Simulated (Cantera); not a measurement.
**Thermodynamics of sublimation and decomposition of ceramics, feed SiC + Si + N2**

Input: 1 mol SiC, 0.14 mol Si, 1.8 mol N2, held at 2850 K and 63.0 mbar.

Method: chemical equilibrium by Gibbs-energy minimisation in Cantera with the NASA 1993 tables (ideal gas, pure condensed phases). Candidate condensed phases: C, Si, SiC, Si3N4; 20 gas species. The tables' values for SiN are old estimates; treat these amounts as uncertain. Rates play no part.

```
Item                                 Result
--------------------------------  ---------
x(N2)                                 0.630
x(Si)                                 0.200
x(SiC2)                               0.124
x(Si2C)                              0.0340
x(CN)                               0.00416
x(SiN)                              0.00253
x(Si2)                              0.00224
x(C3)                              0.000917
x(Si2N)                            0.000488
n(C(graphite))                    0.173 mol
gas amount                        2.840 mol
log10 activity of Si(l) (absent)      -0.57
```
